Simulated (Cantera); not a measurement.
A Cantera script and what it prints.

```python
import numpy as np
import cantera as ct

gas_names = [...]  # 151 gases of nasa_gas.yaml made of C, H, N, O, Si
cond_names = """
    C(gr) C6H6(L) C7H8(L) C8H18(L),n-octa H2O(s) H2O(L) Si(cr) Si(L) SiC(b) SiO2(Lqz) SiO2(hqz) SiO2(L)
    Si2N2O(s) Si3N4(a)
""".split()


# ... load() reads the species with a 1 bar reference pressure and builds the phases ...
atoms = {
    'SiC': {'Si': 1, 'C': 1},
    'H2O': {'H': 2, 'O': 1},
    'N2': {'N': 2},
}
top_T = {'C(gr)': 4500, 'SiC(b)': 3050, 'Si2N2O(s)': 2100, 'Si3N4(a)': 2400}  # K; cautious upper limits of use, not melting points


# ... equilibrate(T, P, feed) seeds the gas with the atoms and calls Mixture.equilibrate('TP', solver="vcs", rtol=1e-11, max_steps=5000) ...
results = []
feed = {'SiC': 1, 'H2O': 0.013, 'N2': 150}  # mol
T = 1248  # K
P = 200000  # Pa
mix = equilibrate(T, P, feed)
results.append((T, P, feed, dict(zip(mix.species_names, mix.species_moles))))
print(gas.report(threshold=1e-06))
for i in range(1, mix.n_phases):
    print(f"{mix.phase(i).name:16s} {mix.phase_moles(i):12.5e} mol")
```

Output:

```
       temperature   1248 K
          pressure   2e+05 Pa
           density   0.53991 kg/m^3
  mean mol. weight   28.012 kg/kmol
   phase of matter   gas

                          1 kg             1 kmol
                     ---------------   ---------------
          enthalpy         1.061e+06        2.9719e+07  J
   internal energy        6.9052e+05        1.9343e+07  J
           entropy            8203.1        2.2978e+05  J/K
    Gibbs function       -9.1765e+06       -2.5705e+08  J
 heat capacity c_p            1208.1             33842  J/K
 heat capacity c_v             911.3             25527  J/K

                      mass frac. Y      mole frac. X     chem. pot. / RT
                     ---------------   ---------------   ---------------
               HCN        1.1146e-06        1.1552e-06           -27.624
                H2        6.2225e-06         8.646e-05           -26.746
                N2           0.99999           0.99991           -24.772
     [ +148 minor]        2.8467e-07        2.8806e-07

C(gr)             9.99785e-01 mol
Si(cr)            0.00000e+00 mol
SiC(b)            0.00000e+00 mol
SiO2(hqz)         0.00000e+00 mol
Si2N2O(s)         1.29586e-02 mol
Si3N4(a)          3.24694e-01 mol
```

These are equilibrium values from Cantera (NASA tables, ideal gas, pure condensed phases), not measurements of a reactor. N2 is the only nitrogen source here; it is nearly inert below about 1500 K, so the nitride shown seldom forms there in practice. Mutual solubility and eutectic melting of coexisting phases are not modelled.
